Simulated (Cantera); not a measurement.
Input (Python, Cantera):

```python
import numpy as np
import cantera as ct

surf = ct.Interface("diamond.yaml", "diamond_100")
gas, bulk = surf.adjacent["gas"], surf.adjacent["diamond"]
k = surf.kinetics_species_index(bulk.species_names[0])
cover = ["c6HH", "c6H*", "c6*H", "c6**", "c6HM", "c6B"]

rows, drift = [], 0.0
print(f"{'P':>10s}{'um/h':>11s}" + "".join(f"{s:>11s}" for s in cover))
for v in [1400, 2000, 2900, 4200, 6000, 8600, 12000, 18000]:
    T, P, xH, xCH3 = 1325, v, 0.00058, 4.4e-05
    gas.TPX = T, P, {"H": xH, "CH3": xCH3, "CH4": 0.006, "H2": 1 - xH - xCH3 - 0.006}
    surf.TP = bulk.TP = T, P
    surf.coverages = "c6H*:0.1, c6HH:0.9"
    surf.advance_coverages(100.0)
    before = surf.coverages
    surf.advance_coverages(100.0)
    drift = max(drift, np.max(np.abs(surf.coverages - before) / (surf.coverages + 1e-9)))
    rate = surf.net_production_rates[k] * bulk.mean_molecular_weight / bulk.density * 3.6e9
    rows.append([rate, *surf[cover].coverages])
    print(f"{v:10.4g}{rate:11.4e}" + "".join(f"{x:11.3e}" for x in rows[-1][1:]))
```

It prints:

```
         P       um/h       c6HH       c6H*       c6*H       c6**       c6HM        c6B
      1400 1.8107e-02  4.548e-01  4.643e-02  4.763e-01  2.216e-02  1.155e-05  4.914e-11
      2000 3.1931e-02  4.549e-01  4.642e-02  4.762e-01  2.213e-02  1.694e-05  8.665e-11
      2900 5.5945e-02  4.550e-01  4.641e-02  4.761e-01  2.211e-02  2.521e-05  1.518e-10
      4200 9.5066e-02  4.550e-01  4.641e-02  4.760e-01  2.209e-02  3.740e-05  2.580e-10
      6000 1.5480e-01  4.550e-01  4.640e-02  4.760e-01  2.207e-02  5.447e-05  4.200e-10
      8600 2.4894e-01  4.550e-01  4.640e-02  4.759e-01  2.205e-02  7.927e-05  6.755e-10
   1.2e+04 3.8292e-01  4.550e-01  4.640e-02  4.758e-01  2.204e-02  1.117e-04  1.039e-09
   1.8e+04 6.4496e-01  4.550e-01  4.640e-02  4.757e-01  2.203e-02  1.686e-04  1.750e-09
```

Computed with Cantera and the Harris–Goodwin 1993 mechanism for the reconstructed diamond (100) surface.
